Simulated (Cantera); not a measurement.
An adiabatic, constant-volume homogeneous reactor starts with 13.0 % CH4, 10.3 % CO, 15.6 % O2, 58.6 % N2, 2.47 % H2O, at 1400 K and 0.987 atm.

Computed with Cantera and GRI-Mech 3.0 (53 species, 325 reactions).

Predict: time of steepest temperature rise; temperature at 2.00 s; equilibrium temperature; x(CO) at 2.00 s; x(O2) at 2.00 s; x(H2) at 2.00 s; x(H2O) at 2.00 s; x(H2O2) at 2.00 s.


| Property | Value |
|---|---|
| time of steepest temperature rise | 5.99 ms |
| temperature at 2.00 s | 2734 K |
| equilibrium temperature | 2734 K |
| x(CO) at 2.00 s | 0.173 (gas-phase equilibrium 0.173) |
| x(O2) at 2.00 s | 0.000252 (gas-phase equilibrium 0.000252) |
| x(H2) at 2.00 s | 0.103 (gas-phase equilibrium 0.103) |
| x(H2O) at 2.00 s | 0.143 (gas-phase equilibrium 0.143) |
| x(H2O2) at 2.00 s | 3.74e-8 (gas-phase equilibrium 3.74e-8) |
